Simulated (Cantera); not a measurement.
Diamond growth

A diamond (100) surface in a fixed gas of H2 with x(CH4) = 0.0028, x(H) = 0.0028, x(CH3) = 2e-05, at 1300 K; coverages are run to steady state.

Cantera simulation using the Harris–Goodwin 1993 mechanism for the reconstructed diamond (100) surface; the numbers are that mechanism's predictions, not measurements.

```tsv
P (Pa)	growth (µm/h)	θ c6HH	θ c6H*	θ c6*H	θ c6**	θ c6HM
1200	0.0271	0.394	0.0485	0.518	0.0391	1.05e-5
1800	0.0448	0.395	0.0485	0.518	0.0391	1.60e-5
2800	0.0773	0.395	0.0485	0.518	0.0391	2.52e-5
4300	0.132	0.395	0.0485	0.518	0.0391	3.86e-5
6600	0.231	0.394	0.0485	0.518	0.0391	5.88e-5
10000	0.406	0.394	0.0485	0.518	0.0391	8.73e-5
16000	0.793	0.394	0.0485	0.518	0.0391	0.000135
24000	1.45	0.394	0.0486	0.517	0.0391	0.000192
```
θ: site fractions in the mechanism's names (c6HH fully hydrogenated, c6H* and c6*H radical sites, c6** diradical, c6HM methylated).
